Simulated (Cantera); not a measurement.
Input: 1 mol SiHCl₃, 73 mol N₂, at 1248.15 K and 0.345 Torr.

Method: chemical equilibrium by Gibbs-energy minimisation in Cantera with the NASA 1993 tables (ideal gas, pure condensed phases). Candidate condensed phases: NH₄Cl, Si, Si₃N₄; 28 gas species. N₂ is the only nitrogen source here; it is nearly inert below about 1500 K, so the nitride shown seldom forms there in practice. The tables' values for SiCl₃ are old estimates; treat these amounts as uncertain. Rates play no part.

Base state: N₂ 0.977, HCl 0.0128, SiCl₂ 0.00546, SiCl₄ 0.00300, SiCl₃ 0.00151, H₂ 0.000311, Cl 1.35e-5 (mole fractions); condensed: Si₃N₄(s).

### Question
What changes in the equilibrium state with this change: temperature from 1248.15 K to 1475 K?

### Answer
```tsv
species	before	after
N₂	0.977	0.973
SiCl₂	0.00546	0.0128
HCl	0.0128	0.0124
SiCl₄	0.00300	6.09e-5
H	3.85e-7	1.27e-5
Cl	1.35e-5	0.000291
SiCl₃	0.00151	0.000478
H₂	0.000311	0.000438
Si₃N₄(s), mol	0.0856	0
```

### Question
What changes in the equilibrium state with this change: SiHCl₃ replaced by trisilylamine?

### Answer
```json
[
 {"species": "N₂", "before": "0.977", "after": "0.941"},
 {"species": "H₂", "before": "0.000311", "after": "0.0592"},
 {"species": "HCl", "before": "0.0128", "after": "0"},
 {"species": "SiCl₂", "before": "0.00546", "after": "0"},
 {"species": "SiCl₄", "before": "0.00300", "after": "0"},
 {"species": "SiCl₃", "before": "0.00151", "after": "0"},
 {"species": "Si₃N₄(s), mol", "before": "0.0856", "after": "1.00"}
]
```
The feed counts by its element totals alone.
